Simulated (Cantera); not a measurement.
Cantera run:

```python
import numpy as np
import cantera as ct

gas_names = """
    C CO COS CO2 CS CS2 C2 C2O C3 C3O2 C4 C5 Mg MgO MgS Mg2 O O2 O3 S SO SO2 SO3 S2 S2O S8
""".split()
cond_names = """
    C(gr) Mg(cr) Mg(L) MgCO3(s) MgO(s) MgO(L) MgS(s) MgSO4(s) MgSO4(L) S(cr1) S(cr2) S(L)
""".split()


def load(file, names, dense=False):
    # The tables refer to 1 bar. Condensed volumes are neglected.
    table = {s.name: s for s in ct.Species.list_from_file(file)}
    out = []
    for n in names:
        d = dict(table[n].input_data)
        d["thermo"] = dict(d["thermo"], **{"reference-pressure": 1e5})
        if dense:
            d["equation-of-state"] = {"model": "constant-volume", "density": "1e6 g/cm^3"}
        out.append(ct.Species.from_dict(d))
    return out


gas = ct.Solution(thermo="ideal-gas", species=load("nasa_gas.yaml", gas_names))
cond = {s.name: ct.Solution(thermo="fixed-stoichiometry", species=[s], name=s.name)
        for s in load("nasa_condensed.yaml", cond_names, dense=True)}
atoms = {
    'MgSO4': {'Mg': 1, 'S': 1, 'O': 4},
    'CO2': {'C': 1, 'O': 2},
    'O2': {'O': 2},
}
top_T = {'C(gr)': 4500, 'MgS(s)': 2250}  # K; cautious upper limits of use, not melting points


def equilibrate(T, P, feed):
    n = {}
    for name, mol in feed.items():
        for a, k in atoms[name].items():
            n[a] = n.get(a, 0.0) + k * mol
    gas.TPX = T, P, n
    mass = sum(n.values()) * gas.mean_molecular_weight
    gas.equilibrate("TP")
    valid = [c for c in cond.values() if c.min_temp <= T <= top_T.get(c.name, c.max_temp)]
    mix = ct.Mixture([(gas, mass / gas.mean_molecular_weight)] + [(c, 0.0) for c in valid])
    mix.T, mix.P = T, P
    mix.equilibrate("TP", solver="vcs", rtol=1e-11, max_steps=5000)
    return mix


results = []
feed = {'MgSO4': 1, 'CO2': 8.4, 'O2': 7.1}  # mol
T = 1575  # K
P = 19000  # Pa
mix = equilibrate(T, P, feed)
results.append((T, P, feed, dict(zip(mix.species_names, mix.species_moles))))
print(gas.report(threshold=1e-05))
for i in range(1, mix.n_phases):
    print(f"{mix.phase(i).name:16s} {mix.phase_moles(i):12.5e} mol")
```

Output:

```
       temperature   1575 K
          pressure   19000 Pa
           density   0.057785 kg/m^3
  mean mol. weight   39.827 kg/kmol
   phase of matter   gas

                          1 kg             1 kmol
                     ---------------   ---------------
          enthalpy       -3.9187e+06       -1.5607e+08  J
   internal energy       -4.2475e+06       -1.6916e+08  J
           entropy            7595.8        3.0252e+05  J/K
    Gibbs function       -1.5882e+07       -6.3253e+08  J
 heat capacity c_p            1224.7             48776  J/K
 heat capacity c_v            1015.9             40462  J/K

                      mass frac. Y      mole frac. X     chem. pot. / RT
                     ---------------   ---------------   ---------------
                CO        1.7023e-05        2.4205e-05           -47.647
               CO2           0.54609           0.49419           -62.852
                 O        6.5962e-06         1.642e-05           -15.205
                O2           0.35908           0.44693           -30.409
               SO2          0.093921          0.058393           -61.909
               SO3        0.00088824        0.00044188           -77.114
     [  +20 minor]        2.6978e-07        2.2357e-07

C(gr)             0.00000e+00 mol
Mg(L)             0.00000e+00 mol
MgO(s)            1.00000e+00 mol
MgS(s)            0.00000e+00 mol
MgSO4(L)          0.00000e+00 mol
S(L)              0.00000e+00 mol
```

These are equilibrium values from Cantera (NASA tables, ideal gas, pure condensed phases), not measurements of a reactor.
